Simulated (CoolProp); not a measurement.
The fluid at 298.15 K and 1.65 MPa flows at 0.55 m/s in a round tube of 6 mm bore and 0.25 µm roughness, fully developed (64/Re and Nu = 3.66 if laminar; Colebrook and Gnielinski if turbulent). The same conditions are run with several fluids, on thermodynamics alone (safety and materials aside).

Computed with CoolProp (reference Helmholtz-energy equation of state of each fluid (R124: de Vries 1995; ethylbenzene: Zhou 2012; R227EA: Lemmon 2016; R152A: Outcalt 1996)).

Problem. Rank R124, ethylbenzene, R227EA, R152A by Reynolds number, highest first.

Solution. R227EA (18700), R152A (18200), R124 (17600), ethylbenzene (4600)

```json
[
 {"fluid": "R124", "Darcy friction factor": "0.0268", "pressure drop (Pa/m)": "920", "heat-transfer coefficient (W/(m² K))": "1250", "mass flow (kg/h)": "76.3"},
 {"fluid": "ethylbenzene", "Darcy friction factor": "0.0384", "pressure drop (Pa/m)": "835", "heat-transfer coefficient (W/(m² K))": "826", "mass flow (kg/h)": "48.4"},
 {"fluid": "R227EA", "Darcy friction factor": "0.0264", "pressure drop (Pa/m)": "930", "heat-transfer coefficient (W/(m² K))": "1200", "mass flow (kg/h)": "78.2"},
 {"fluid": "R152A", "Darcy friction factor": "0.0266", "pressure drop (Pa/m)": "606", "heat-transfer coefficient (W/(m² K))": "1590", "mass flow (kg/h)": "50.6"}
]
```

Transport values come from each fluid's own correlations; those of R124, ethylbenzene, R227EA, R152A are estimates that may be off by 10 % or more.
